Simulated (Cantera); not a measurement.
Input: 1 mol SiH2Cl2, 2.4 mol N2, equilibrated at 1302 °C and 21.0 mbar.

Equilibrium computed with Cantera from the NASA thermochemical tables; the gas is ideal and each condensed phase is pure. Candidate condensed phases: NH4Cl, Si, Si3N4; 28 gas species. The tables' values for SiCl3 are old estimates; treat these amounts as uncertain. Rates play no part.

Base state: N2 0.513, HCl 0.236, H2 0.132, SiCl2 0.0982, SiCl3 0.0146, SiCl4 0.00566, SiHCl3 0.000422, Cl 0.000148 (mole fractions); condensed: Si3N4(s).

What changes in the equilibrium state with this change: temperature from 1302 °C to 600 °C?


| species | before | after |
|---|---|---|
| N2 | 0.513 | 0.521 |
| HCl | 0.236 | 0.273 |
| H2 | 0.132 | 0.137 |
| SiCl2 | 0.0982 | 1.16e-8 |
| SiCl4 | 0.00566 | 0.0686 |
| SiCl3 | 0.0146 | 3.69e-6 |
| Cl | 0.000148 | <1e-9 |
| H | 0.000104 | <1e-9 |
| SiHCl3 | 0.000422 | 7.40e-5 |
| Si3N4(s), mol | 0.175 | 0.250 |
N2 is the only nitrogen source here; it is nearly inert below about 1500 K, so the nitride shown seldom forms there in practice.
